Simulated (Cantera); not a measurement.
# Premixed flame

A freely propagating, adiabatic, planar premixed flame of CH4 : CO : O2 : N2 = 1 : 0.075 : 2.34 : 8.81 (molar parts), unburnt at 375 K and 1.60 bar; mixture-averaged transport, grid criteria slope 0.08 and curve 0.16, no radiation.

Detailed kinetics in Cantera: GRI-Mech 3.0 (53 species, 325 reactions). Burning velocities carry a grid error of a few per cent, more on coarse grids.

```csv
z (mm),T (K),u (m/s),x CH4,x CO,x O2,x N2O,x C2H4,x NO
-0.932,375,0.410,0.0818,0.00613,0.191,<1e-8,<1e-8,<1e-8
-0.621,377,0.412,0.0816,0.00615,0.191,<1e-8,1.00e-7,<1e-8
-0.466,385,0.422,0.0809,0.00627,0.190,<1e-8,9.10e-7,<1e-8
-0.311,453,0.499,0.0769,0.00745,0.186,<1e-8,1.21e-5,7.07e-8
-0.155,872,0.970,0.0533,0.0170,0.152,2.64e-8,0.000149,1.42e-6
-0.0777,1286,1.44,0.0287,0.0287,0.112,6.83e-8,0.000304,3.56e-6
0,1671,1.87,0.00596,0.0382,0.0681,1.42e-7,0.000162,6.74e-6
0.0777,1825,2.04,0.000283,0.0313,0.0453,2.34e-7,4.48e-6,1.04e-5
0.155,1885,2.10,7.08e-6,0.0224,0.0382,2.88e-7,3.51e-8,1.30e-5
0.311,1958,2.17,1.33e-8,0.0145,0.0336,3.21e-7,<1e-8,1.66e-5
0.621,2036,2.24,<1e-8,0.00965,0.0304,3.52e-7,<1e-8,2.17e-5
1.24,2098,2.30,<1e-8,0.00606,0.0279,3.71e-7,<1e-8,2.89e-5
2.48,2137,2.34,<1e-8,0.00343,0.0264,3.28e-7,<1e-8,3.80e-5
```
x: mole fraction of selected species; z is measured from the peak of heat release.

| Property | Result |
|---|---|
| laminar burning velocity | 41.0 cm/s |
| thermal thickness | 0.311 mm |
| peak x(C2H4) | 0.000321 |
| grid points | 144 |
